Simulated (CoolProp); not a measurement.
Vapour-liquid equilibrium of fluoroethane (R161) (1) + R134a (2) at 604 kPa; x and y are mole fractions of (1).

The numbers come from the multi-fluid Helmholtz-energy mixture model, Wu 2012 and Tillner-Roth 1994; pair parameters Bell 2016 in CoolProp.

Problem. Give the bubble temperature and the first vapour's composition at x = 0.35, 0.45, 0.55. Is there an azeotrope?

Solution. x = 0.35: 18.4 °C, y = 0.411; x = 0.45: 17.3 °C, y = 0.520; x = 0.55: 16.1 °C, y = 0.624. No azeotrope shows between x = 0.05 and 0.95.

Pair parameters are fitted to limited data, so mixtures are less certain than the pure fluids.
